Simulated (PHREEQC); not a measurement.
Dissolve 110 mmol/kgw NaH2PO4 and 0.04 mmol/kgw KOH at 25 °C. Closed to the air; pH follows from the charge balance.

Model: ion-association model, phreeqc.dat, run in PHREEQC.

```
quantity             before     after
-----------------  --------  --------
pH                     4.49      4.28
H3PO4 (mol/kgw)    0.000400   0.00253
NaHPO4- (mol/kgw)   3.47e-5  0.000498
KHPO4- (mol/kgw)    1.22e-8   3.22e-8
```

**Question.** Name the change that produced these shifts.
A. NaH2PO4 from 0.11 to 0.55 mol/kgw
B. KOH from 4e-05 to 8e-05 mol/kgw
C. KOH replaced by KF at the same molality
D. KOH replaced by K2HPO4 at the same molality
E. NaH2PO4 from 0.11 to 0.121 mol/kgw

**Answer.** A, NaH2PO4 from 0.11 to 0.55 mol/kgw

This is a speciation only: nothing precipitates in the calculation.
